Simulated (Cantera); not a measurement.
**PbO + H₂ + N₂ (hydrogen reduction and annealing atmospheres)**

Feed: 1 mol PbO, 600 mol H₂, 3.2 mol N₂, held at 802 °C and 0.100 bar.

Cantera equilibrium calculation (NASA polynomials, part measured and part estimated; ideal gas, pure solids and liquids). Candidate condensed phases: H₂O, Pb, PbO, PbO₂, Pb₃O₄; 27 gas species. Kinetics and transport are ignored.

```
Item                                   Result
----------------------------------  ---------
x(H₂)                                   0.992
x(N₂)                                 0.00530
x(H₂O)                                0.00166
x(Pb)                                0.000759
x(NH₃)                                2.63e-6
n(Pb(l))                            0.542 mol
gas amount                          603.7 mol
log10 activity of PbO₂(s) (absent)     -20.75
```
